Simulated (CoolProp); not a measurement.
Properties of R13 along the isotherm -10.15 °C (Tc = 29.9 °C, pc = 3973 kPa, ω = 0.175).

Model: reference Helmholtz-energy equation of state, Platzer 1990, in CoolProp. This equation is an older, rougher fit; its heat capacities, sound speeds and derivatives of the liquid may be far off and weren't checked against measurements.

```
p (kPa)   phase  density (kg/m³)  viscosity (µPa s)  fugacity coefficient
-------  ------  ---------------  -----------------  --------------------
6.28        gas           0.3003               12.7                0.9991
9.78        gas           0.4678               12.7                0.9987
15.2        gas           0.7276               12.7                0.9979
23.7        gas            1.136               12.7                0.9968
36.9        gas            1.772               12.7                0.9950
57.5        gas            2.769               12.7                0.9922
89.5        gas            4.329               12.7                0.9878
139         gas            6.771               12.7                0.9811
217         gas            10.69               12.7                0.9705
338         gas            16.96               12.7                0.9540
526         gas            27.22               12.8                0.9285
819         gas            44.71               12.9                0.8888
1280        gas            77.71               13.2                0.8260
1990     liquid             1195                116                0.6140
```

Viscosity comes from a separate model (Huber 2003), an estimate that may be off by 10 % or more.
